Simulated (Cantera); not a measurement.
An isothermal, constant-pressure homogeneous reactor starts with C₂H₆ : N₂ = 1 : 13 (molar parts), at 1075 K and 10.00 Torr. Integrator tolerance rtol = 1e-08.

Computed with Cantera and GRI-Mech 3.0 (53 species, 325 reactions). GRI-Mech 3.0 stops at C3 and has no aromatics, soot or wall deposition, so with more carbon than oxygen in the feed, carbon stays in small species such as C2H2 where larger ones or solid carbon would form. Radical loss at walls, strong at low pressure, is not modelled.

Q: What does this change do: pressure from 10.00 Torr to 2.10 Torr?

A: 
| quantity | before | after |
|---|---|---|
| x(C₂H₆) at 100 s | 3.48e-5 (gas-phase equilibrium 2.87e-6) | 9.86e-5 (gas-phase equilibrium 2.75e-7) |
| x(CH₂) at 100 s | <1e-12 (gas-phase equilibrium <1e-12) | 2.30e-12 (gas-phase equilibrium <1e-12) |
| x(H) at 100 s | 1.64e-7 (gas-phase equilibrium 3.72e-8) | 3.88e-7 (gas-phase equilibrium 9.29e-8) |
| x(HCN) at 100 s | 9.04e-12 (gas-phase equilibrium 0.0429) | 3.30e-11 (gas-phase equilibrium 0.0478) |
| x(C₂H₂) at 100 s | 0.0205 (gas-phase equilibrium 0.0262) | 0.0151 (gas-phase equilibrium 0.0333) |
| x(CH₄) at 100 s | 0.00844 (gas-phase equilibrium 0.0273) | 0.0115 (gas-phase equilibrium 0.00967) |
| x(CH₃) at 100 s | 3.13e-7 (gas-phase equilibrium 2.17e-7) | 1.12e-6 (gas-phase equilibrium 1.46e-7) |
